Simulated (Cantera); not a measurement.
An isothermal, constant-pressure homogeneous reactor starts with 0.147 % CO, 4.42 % O₂, 3.32 % H₂O, 92.1 % N₂, equivalence ratio 0.017, at 1150 K and 248 Torr.

Detailed kinetics in Cantera: GRI-Mech 3.0 (53 species, 325 reactions).

x: mole fraction; the columns are a selection and need not sum to one.

```json
[
 {"t (s)": "0.000200", "x CO": "0.00147", "x O₂": "0.0442", "x H₂O": "0.0332", "x OH": "3.19e-11", "x NO": "<1e-12"},
 {"t (s)": "0.000709", "x CO": "0.00147", "x O₂": "0.0442", "x H₂O": "0.0332", "x OH": "2.71e-10", "x NO": "<1e-12"},
 {"t (s)": "0.00251", "x CO": "0.00147", "x O₂": "0.0442", "x H₂O": "0.0332", "x OH": "(withheld)", "x NO": "<1e-12"},
 {"t (s)": "0.00892", "x CO": "0.00147", "x O₂": "0.0442", "x H₂O": "0.0332", "x OH": "(withheld)", "x NO": "<1e-12"},
 {"t (s)": "0.0316", "x CO": "0.000342", "x O₂": "0.0436", "x H₂O": "0.0331", "x OH": "(withheld)", "x NO": "1.24e-9"},
 {"t (s)": "0.112", "x CO": "2.73e-5", "x O₂": "0.0435", "x H₂O": "0.0332", "x OH": "(withheld)", "x NO": "1.64e-9"},
 {"t (s)": "0.398", "x CO": "1.65e-6", "x O₂": "0.0435", "x H₂O": "0.0332", "x OH": "(withheld)", "x NO": "1.75e-9"},
 {"t (s)": "1.41", "x CO": "5.73e-8", "x O₂": "0.0435", "x H₂O": "0.0332", "x OH": "(withheld)", "x NO": "1.81e-9"},
 {"t (s)": "5.00", "x CO": "5.57e-10", "x O₂": "0.0435", "x H₂O": "0.0332", "x OH": "(withheld)", "x NO": "1.83e-9"}
]
```

Fill in the missing entries.


- 0.00251, x OH: 3.97e-9
- 0.00892, x OH: 2.59e-6
- 0.0316, x OH: 6.54e-5
- 0.112, x OH: 2.05e-5
- 0.398, x OH: 6.53e-6
- 1.41, x OH: 2.40e-6
- 5.00, x OH: 1.13e-6
